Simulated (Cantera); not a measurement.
Feed: 1 mol Nb2O5, 940 mol H2, 6.6 mol H2O, equilibrated at 7500 Torr.

Equilibrium computed with Cantera from the NASA thermochemical tables; the gas is ideal and each condensed phase is pure. Candidate condensed phases: H2O, Nb, NbO, NbO2, Nb2O5; 12 gas species. NbO: taken at fixed stoichiometry. Rates play no part.

Problem. At 1700 °C, list the 3 most abundant gas species with their mole fractions, and the condensed phases.

Solution. H2 0.989, H2O 0.0101, H 0.000424. Condensed: NbO(s).
